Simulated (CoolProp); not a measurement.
Properties of CF4 (R14) along the isobar 101 kPa.

Values from CoolProp's reference Helmholtz-energy equation of state, Platzer 1990. This equation is an older, rougher fit.

```tsv
T (K)	phase	cp (kJ/(kg K))	expansivity (1/kK)
200.2	gas	___	5.199
216.4	gas	0.5683	4.773
232.5	gas	___	4.417
248.6	gas	0.6199	4.113
264.8	gas	0.6456	3.848
280.9	gas	0.6706	3.618
297.1	gas	___	3.413
313.2	gas	0.7184	3.231
329.4	gas	___	3.068
```

Question: Some entries are withheld; supply them.

Answer: 
- 200.2, cp (kJ/(kg K)): 0.5428
- 232.5, cp (kJ/(kg K)): 0.5940
- 297.1, cp (kJ/(kg K)): 0.6951
- 329.4, cp (kJ/(kg K)): 0.7409
